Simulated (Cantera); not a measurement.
Feed: 1 mol C2F6, 0.42 mol CH4, at 3150 K and 81.0 mbar.

Method: chemical equilibrium by Gibbs-energy minimisation in Cantera with the NASA 1993 tables (ideal gas, pure condensed phases). Candidate condensed phases: C, C6H6, C7H8, C8H18; 95 gas species. The feed counts by its element totals alone. The numbers say what is thermodynamically allowed, not how fast it happens.

Base state: F 0.533, HF 0.289, CF 0.0829, CF2 0.0688, C3 0.0176, H 0.00322, C 0.00243, C2 0.00184 (mole fractions); condensed: C(graphite).

### Question
What changes in the equilibrium state with this change: CH4 from 0.42 to 0.061 mol?

### Answer
```tsv
species	before	after
F	0.533	0.703
CF2	0.0688	0.120
CF	0.0829	0.109
HF	0.289	0.0443
C3	0.0176	0.0176
H2	1.40e-5	1.89e-7
H	0.00322	0.000374
C2H	6.38e-5	7.42e-6
C(graphite), mol	1.19	0.468
```
